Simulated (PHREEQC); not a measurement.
Consider water at 25 °C with 6.7 mmol/kgw NH3, 14 mmol/kgw K2SO4 and 12 mmol/kgw KH2PO4. Closed to the air; pH follows from the charge balance.

The numbers come from PHREEQC with the ion-association model, phreeqc.dat.

Each row changes one thing in this solution. Precipitation was switched off in this run.

```csv
case,pH,ionic strength (mol/kgw),K+ (mol/kgw),SO4-2 (mol/kgw),HPO4-2 (mol/kgw),H2PO4- (mol/kgw)
as made,7.02,0.0633,0.0384,0.0122,0.00647,0.00533
diluted 100-fold with water,7.26,0.000672,0.000400,0.000140,6.62e-5,5.38e-5
NH3 left out,4.69,…,0.0385,0.0125,6.49e-5,0.0119
KH2PO4 from 0.012 to 0.12 mol/kgw,5.57,0.168,0.144,0.0106,0.00621,0.113
K2SO4 from 0.014 to 0.028 mol/kgw,6.96,0.0998,0.0639,0.0235,0.00639,0.00532
KH2PO4 from 0.012 to 0.0012 mol/kgw,9.98,0.0431,0.0280,0.0127,0.00116,1.13e-6
K2SO4 from 0.014 to 0.0126 mol/kgw,7.02,0.0596,…,0.0110,0.00647,0.00533
```

Task: Complete the blanks.

Result: 
- NH3 left out, ionic strength (mol/kgw): 0.0510
- K2SO4 from 0.014 to 0.0126 mol/kgw, K+ (mol/kgw): 0.0358
